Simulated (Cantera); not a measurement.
Equilibrium for chemical vapour transport: Al2O3 + H2O + O2 + I2

Charge: 1 mol Al2O3, 0.011 mol H2O, 0.12 mol O2, 1.6 mol I2, held at 825 K and 1.30 bar.

Equilibrium computed with Cantera from the NASA thermochemical tables; the gas is ideal and each condensed phase is pure. Candidate condensed phases: Al, AlI3, Al2O3, H2O, I2; 25 gas species. Kinetics and transport are ignored.

x(I2): 0.918
x(O2): 0.0691
x(I): 0.00658
x(H2O): 0.00633
n(Al2O3(s)): 1.00 mol
gas amount: 1.737 mol
log10 activity of I2(l) (absent): -1.74
log10 activity of Al(s) (absent): -44.08
